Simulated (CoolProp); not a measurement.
Aqueous potassium acetate as a coolant, 30 % by mass, freezing at -23.1 °C, 1 atm.

The numbers come from the Melinder's fits for secondary coolants in CoolProp.

| T (°C) | density (kg/m³) | cp (kJ/(kg K)) | conductivity (W/(m K)) | viscosity (mPa s) |
|---|---|---|---|---|
| -9.6 | 1169 | (withheld) | 0.463 | 6.07 |
| -4.9 | 1167 | 3.179 | 0.468 | 5.00 |
| -0.1 | 1166 | 3.189 | 0.475 | 4.18 |
| 4.6 | 1164 | 3.198 | 0.481 | (withheld) |
| 9.4 | 1162 | 3.208 | 0.487 | (withheld) |
| 14.1 | 1160 | 3.217 | 0.493 | 2.67 |
| 18.8 | 1158 | 3.227 | 0.499 | 2.36 |
| 23.6 | (withheld) | (withheld) | (withheld) | 2.10 |
| 28.3 | 1154 | 3.247 | 0.511 | 1.88 |
| 33.1 | 1152 | (withheld) | 0.517 | 1.69 |

Complete the blanks.


- -9.6, cp (kJ/(kg K)): 3.170
- 4.6, viscosity (mPa s): 3.56
- 9.4, viscosity (mPa s): 3.06
- 23.6, density (kg/m³): 1156
- 23.6, cp (kJ/(kg K)): 3.237
- 23.6, conductivity (W/(m K)): 0.505
- 33.1, cp (kJ/(kg K)): 3.257
